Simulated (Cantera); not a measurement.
An adiabatic, constant-pressure homogeneous reactor starts with C3H8 : O2 : N2 : CO2 = 1 : 6.25 : 16.2 : 0.56 (molar parts), at 1150 K and 5.50 bar. Integrator tolerance rtol = 1e-08.

Model: GRI-Mech 3.0 (53 species, 325 reactions), integrated in Cantera. GRI-Mech 3.0 was tuned for natural gas; its chemistry of propane as a main component is partial and can be far from experiment.

**Question.** What does this change do: initial temperature 1150 to 1575 K?

**Answer.** 
```json
[
 {"quantity": "time of steepest temperature rise", "before": "5.16 ms", "after": "12.0 µs"},
 {"quantity": "temperature at 2.00 s", "before": "2759 K", "after": "2929 K"},
 {"quantity": "equilibrium temperature", "before": "2759 K", "after": "2929 K"},
 {"quantity": "x(C3H8) at 2.00 s", "before": "<1e-12 (gas-phase equilibrium <1e-12)", "after": "<1e-12 (gas-phase equilibrium <1e-12)"},
 {"quantity": "x(O2) at 2.00 s", "before": "0.0513 (gas-phase equilibrium 0.0513)", "after": "0.0548 (gas-phase equilibrium 0.0548)"},
 {"quantity": "x(CO2) at 2.00 s", "before": "0.112 (gas-phase equilibrium 0.112)", "after": "0.0932 (gas-phase equilibrium 0.0932)"},
 {"quantity": "x(NO2) at 2.00 s", "before": "1.23e-5 (gas-phase equilibrium 1.23e-5)", "after": "1.44e-5 (gas-phase equilibrium 1.44e-5)"},
 {"quantity": "x(OH) at 2.00 s", "before": "0.0165 (gas-phase equilibrium 0.0165)", "after": "0.0242 (gas-phase equilibrium 0.0242)"},
 {"quantity": "x(HCO) at 2.00 s", "before": "3.18e-8 (gas-phase equilibrium 3.18e-8)", "after": "9.78e-8 (gas-phase equilibrium 9.78e-8)"},
 {"quantity": "x(NO) at 2.00 s", "before": "0.0153 (gas-phase equilibrium 0.0153)", "after": "0.0197 (gas-phase equilibrium 0.0197)"}
]
```

**Question.** What does this change do: pressure from 5.50 bar to 0.330 bar?

**Answer.** 
```json
[
 {"quantity": "time of steepest temperature rise", "before": "5.16 ms", "after": "24.2 ms"},
 {"quantity": "temperature at 2.00 s", "before": "2759 K", "after": "2582 K"},
 {"quantity": "equilibrium temperature", "before": "2759 K", "after": "2582 K"},
 {"quantity": "x(C3H8) at 2.00 s", "before": "<1e-12 (gas-phase equilibrium <1e-12)", "after": "<1e-12 (gas-phase equilibrium <1e-12)"},
 {"quantity": "x(O2) at 2.00 s", "before": "0.0513 (gas-phase equilibrium 0.0513)", "after": "0.0578 (gas-phase equilibrium 0.0578)"},
 {"quantity": "x(CO2) at 2.00 s", "before": "0.112 (gas-phase equilibrium 0.112)", "after": "0.0973 (gas-phase equilibrium 0.0973)"},
 {"quantity": "x(NO2) at 2.00 s", "before": "1.23e-5 (gas-phase equilibrium 1.23e-5)", "after": "3.03e-6 (gas-phase equilibrium 3.03e-6)"},
 {"quantity": "x(OH) at 2.00 s", "before": "0.0165 (gas-phase equilibrium 0.0165)", "after": "0.0204 (gas-phase equilibrium 0.0204)"},
 {"quantity": "x(HCO) at 2.00 s", "before": "3.18e-8 (gas-phase equilibrium 3.18e-8)", "after": "9.47e-9 (gas-phase equilibrium 9.47e-9)"},
 {"quantity": "x(NO) at 2.00 s", "before": "0.0153 (gas-phase equilibrium 0.0153)", "after": "0.0123 (gas-phase equilibrium 0.0123)"}
]
```
